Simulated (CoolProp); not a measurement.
Values from CoolProp's reference Helmholtz-energy equation of state, Lemmon 2005. It is a short technical equation, of lower accuracy than the large ones.

Q: For isobutene, give the phase and the cp (kJ/(kg K)), cv (kJ/(kg K)) at 467.5 K and 1.55 bar.

A: 
- 467.5 K and 1.55 bar: gas; cp 2.23, cv 2.08
